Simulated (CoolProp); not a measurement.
The numbers come from the reference Helmholtz-energy equation of state, Guder 2009 in CoolProp.

Question: For sulfur hexafluoride, give the phase and the density (kg/m³), cv (kJ/(kg K)), isothermal compressibility (1/MPa), viscosity (µPa s) at 475.4 K and 4590 kPa; 508.4 K and 4590 kPa; 541.4 K and 4590 kPa.

Answer: 
- 475.4 K and 4590 kPa: supercritical; density 186, cv 0.817, isothermal compressibility 0.236, viscosity 25.5
- 508.4 K and 4590 kPa: supercritical; density 169, cv 0.837, isothermal compressibility 0.230, viscosity 26.5
- 541.4 K and 4590 kPa: supercritical; density 156, cv 0.855, isothermal compressibility 0.225, viscosity 27.5

Viscosity comes from a separate model (Quiñones-Cisneros 2012).
